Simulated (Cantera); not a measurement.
An isothermal, constant-pressure homogeneous reactor starts with CH4 : H2 = 1 : 1.4 (molar parts), at 1848 K and 6.90 Torr. Integrator tolerance rtol = 1e-08.

Model: GRI-Mech 3.0 (53 species, 325 reactions), integrated in Cantera. GRI-Mech 3.0 stops at C3 and has no aromatics, soot or wall deposition, so with more carbon than oxygen in the feed, carbon stays in small species such as C2H2 where larger ones or solid carbon would form. Radical loss at walls, strong at low pressure, is not modelled.

Question: What does this change do: temperature 1848 to 1723 K?

Answer: 
| quantity | before | after |
|---|---|---|
| x(CH4) at 5.00 s | 0.000228 (gas-phase equilibrium 0.000112) | 0.00244 (gas-phase equilibrium 0.000290) |
| x(H2) at 5.00 s | 0.848 (gas-phase equilibrium 0.848) | 0.850 (gas-phase equilibrium 0.851) |
| x(C2H6) at 5.00 s | 5.05e-10 (gas-phase equilibrium 1.52e-10) | 3.22e-8 (gas-phase equilibrium 7.20e-10) |
| x(H) at 5.00 s | 0.00512 (gas-phase equilibrium 0.00513) | 0.00172 (gas-phase equilibrium 0.00177) |
| x(C2H4) at 5.00 s | 1.92e-5 (gas-phase equilibrium 1.92e-5) | 4.75e-5 (gas-phase equilibrium 4.66e-5) |
| x(CH2) at 5.00 s | 1.93e-7 (gas-phase equilibrium 9.61e-8) | 2.07e-7 (gas-phase equilibrium 2.67e-8) |
